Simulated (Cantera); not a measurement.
## Transport properties of process gases

Gas mixture: O2 : N2O = 0.53 : 0.66 (molar parts), at 0.133 bar, frozen composition.

Cantera's kinetic-theory transport with the Lennard-Jones parameters of GRI-Mech 3.0, ideal gas; thermal conductivity in the mixture-averaged form. The composition is frozen, though it would react at the higher temperatures.

```
T (K)  ρ (kg/m³)  cp (J/kg/K)  μ (µPa s)  λ (mW/m/K)     Pr  D (cm²/s) CH3  D (cm²/s) H  D (cm²/s) OH
-----  ---------  -----------  ---------  ----------  -----  -------------  -----------  ------------
400        0.155        959.6       21.7        28.9  0.720           2.47         14.0          3.48
550        0.113         1042       27.9        40.3  0.723           4.35         24.6          6.03
700       0.0886         1106       33.4        51.0  0.726           6.61         37.3          9.10
850       0.0729         1156       38.4        61.0  0.729           9.21         52.1          12.6
1000      0.0620         1194       43.0        70.4  0.730           12.1         68.6          16.6
1150      0.0539         1220       47.4        79.3  0.728           15.4         86.8          20.9
1300      0.0477         1243       51.4        87.8  0.728           18.9          107          25.7
```
D: mixture-averaged diffusion coefficient of that species in the mixture.
